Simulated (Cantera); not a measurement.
An adiabatic, constant-volume homogeneous reactor starts with H₂ : O₂ : N₂ : H₂O = 1 : 1.22 : 4.59 : 0.37 (molar parts), equivalence ratio 0.41, at 1575 K and 19500 Torr. Integrator tolerance rtol = 1e-08.

Computed with Cantera and the H2/O2 subset of GRI-Mech 3.0, which has no nitrogen chemistry. The hydrogen kinetics of GRI-Mech 3.0 are dated; newer H2 mechanisms differ, most at raised pressure. The pressure lies above the range GRI-Mech 3.0 was tuned for (to about 10 atm).

Question: What does this change do: O2 1.22 to 0.54 parts?

Answer: 
| quantity | before | after |
|---|---|---|
| time of steepest temperature rise | 0.866 µs | 1.27 µs |
| temperature at 1.00 s | 2662 K | 2756 K |
| equilibrium temperature | 2662 K | 2756 K |
| x(H₂) at 1.00 s | 0.00119 (gas-phase equilibrium 0.00119) | 0.00684 (gas-phase equilibrium 0.00684) |
| x(O₂) at 1.00 s | 0.104 (gas-phase equilibrium 0.104) | 0.00804 (gas-phase equilibrium 0.00804) |
| x(H₂O) at 1.00 s | 0.197 (gas-phase equilibrium 0.197) | 0.216 (gas-phase equilibrium 0.216) |
| x(H₂O₂) at 1.00 s | 4.00e-6 (gas-phase equilibrium 4.00e-6) | 1.46e-6 (gas-phase equilibrium 1.46e-6) |
| x(O) at 1.00 s | 0.00155 (gas-phase equilibrium 0.00155) | 0.000632 (gas-phase equilibrium 0.000632) |
| x(HO₂) at 1.00 s | 4.47e-5 (gas-phase equilibrium 4.47e-5) | 8.48e-6 (gas-phase equilibrium 8.48e-6) |
